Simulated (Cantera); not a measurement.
## Ignition delay

Mixture: CO : H2 : O2 : N2 : CO2 = 1 : 1.3 : 1.95 : 13.4 : 0.18 (molar parts), at 1000000 Pa, adiabatic and at constant pressure. Ignition delay is the time to a rise of 400 K.

Detailed kinetics in Cantera: GRI-Mech 3.0 (53 species, 325 reactions). The hydrogen kinetics of GRI-Mech 3.0 are dated; newer H2 mechanisms differ, most at raised pressure. Where the delays flatten at high temperature, the 400 K rule measures the pace of heat release, not the induction time.

```tsv
T0 (K)	delay (ms)
1200	0.0573
1300	0.0104
1400	0.00544
1500	0.00383
1600	0.00313
1700	0.00281
1800	0.00269
1900	0.00270
```
